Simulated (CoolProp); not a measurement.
R236EA along the isobar 541 kPa: fugacity coefficient from the reference equation and from simpler models built on Tc = 412.4 K, pc = 3414 kPa, ω = 0.368; each cubic takes its own stable root.

Model: reference Helmholtz-energy equation of state, Rui 2013, in CoolProp.

```json
[
 {"T (K)": "327.1", "phase": "liquid", "reference": "0.8317", "Soave-Redlich-Kwong": "0.8482", "Peng-Robinson": "…"},
 {"T (K)": "332.8", "phase": "gas", "reference": "0.8817", "Soave-Redlich-Kwong": "0.8907", "Peng-Robinson": "0.8843"},
 {"T (K)": "338.4", "phase": "gas", "reference": "0.8888", "Soave-Redlich-Kwong": "0.8964", "Peng-Robinson": "0.8899"},
 {"T (K)": "344.1", "phase": "gas", "reference": "0.8955", "Soave-Redlich-Kwong": "0.9017", "Peng-Robinson": "0.8953"},
 {"T (K)": "349.7", "phase": "gas", "reference": "0.9015", "Soave-Redlich-Kwong": "0.9067", "Peng-Robinson": "0.9003"},
 {"T (K)": "355.4", "phase": "gas", "reference": "0.9071", "Soave-Redlich-Kwong": "0.9114", "Peng-Robinson": "0.9051"},
 {"T (K)": "361.1", "phase": "gas", "reference": "0.9124", "Soave-Redlich-Kwong": "0.9159", "Peng-Robinson": "0.9097"},
 {"T (K)": "366.7", "phase": "gas", "reference": "0.9171", "Soave-Redlich-Kwong": "0.9201", "Peng-Robinson": "0.9139"},
 {"T (K)": "372.4", "phase": "gas", "reference": "0.9217", "Soave-Redlich-Kwong": "0.9240", "Peng-Robinson": "0.9179"},
 {"T (K)": "378", "phase": "gas", "reference": "0.9258", "Soave-Redlich-Kwong": "…", "Peng-Robinson": "0.9217"},
 {"T (K)": "383.7", "phase": "gas", "reference": "0.9297", "Soave-Redlich-Kwong": "0.9313", "Peng-Robinson": "…"},
 {"T (K)": "389.4", "phase": "gas", "reference": "0.9334", "Soave-Redlich-Kwong": "0.9347", "Peng-Robinson": "0.9287"},
 {"T (K)": "395", "phase": "gas", "reference": "…", "Soave-Redlich-Kwong": "0.9378", "Peng-Robinson": "0.9319"},
 {"T (K)": "400.7", "phase": "gas", "reference": "0.9400", "Soave-Redlich-Kwong": "0.9408", "Peng-Robinson": "0.9350"},
 {"T (K)": "406.3", "phase": "gas", "reference": "0.9429", "Soave-Redlich-Kwong": "0.9436", "Peng-Robinson": "0.9378"},
 {"T (K)": "412", "phase": "gas", "reference": "0.9457", "Soave-Redlich-Kwong": "0.9463", "Peng-Robinson": "0.9406"}
]
```

Question: What belongs in the gaps?

Answer: 
- 327.1, Peng-Robinson: 0.8336
- 378, Soave-Redlich-Kwong: 0.9277
- 383.7, Peng-Robinson: 0.9253
- 395, reference: 0.9368
